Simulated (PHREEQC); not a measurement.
Make-up at 35 °C: 0.11 mol/kgw ZnSO4, 4.4e-05 mol/kgw CuCl2, 0.0061 mol/kgw NaF and 0.27 mol/kgw Na2SO4. Closed to the air; pH follows from the charge balance.

Model: ion-association model, wateq4f.dat, run in PHREEQC.

No solid was allowed to form.

### Question
Estimate the pH.

### Answer
pH 5.89.

### Question
In which forms is Na present?

### Answer
Na+ 85 %, NaSO4- 15 % of the Na.

Caution: at this ionic strength the ion-association model is outside its range; a Pitzer model would be the better tool where its parameters exist. Species that the database lacks are ignored.
